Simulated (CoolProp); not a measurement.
Properties of dimethyl carbonate along the isobar 36.2 bar.

Model: reference Helmholtz-energy equation of state, Zhou 2011, in CoolProp.

| T (K) | phase | cv (kJ/(kg K)) | speed of sound (m/s) | isothermal compressibility (1/MPa) | expansivity (1/kK) |
|---|---|---|---|---|---|
| 292.8 | liquid | 1.341 | [?] | 0.0008293 | 1.210 |
| 314.6 | liquid | [?] | 1148 | 0.0009845 | 1.261 |
| 336.4 | liquid | 1.398 | 1063 | 0.001178 | 1.324 |
| 358.3 | liquid | 1.436 | 979.9 | 0.001425 | 1.403 |
| 380.1 | liquid | 1.477 | [?] | [?] | [?] |
| 402 | liquid | 1.519 | 822.7 | 0.002160 | 1.625 |
| 423.8 | liquid | 1.560 | 747.2 | 0.002731 | 1.786 |
| 445.6 | liquid | 1.600 | 671.7 | 0.003553 | 2.004 |
| 467.5 | liquid | 1.640 | 593.7 | [?] | 2.324 |
| 489.3 | liquid | [?] | 510.7 | 0.007129 | 2.855 |

**Question.** Some entries are withheld; supply them.

**Answer.** 
- 292.8, speed of sound (m/s): 1235
- 314.6, cv (kJ/(kg K)): 1.366
- 380.1, speed of sound (m/s): 900.3
- 380.1, isothermal compressibility (1/MPa): 0.001741
- 380.1, expansivity (1/kK): 1.501
- 467.5, isothermal compressibility (1/MPa): 0.004843
- 489.3, cv (kJ/(kg K)): 1.680
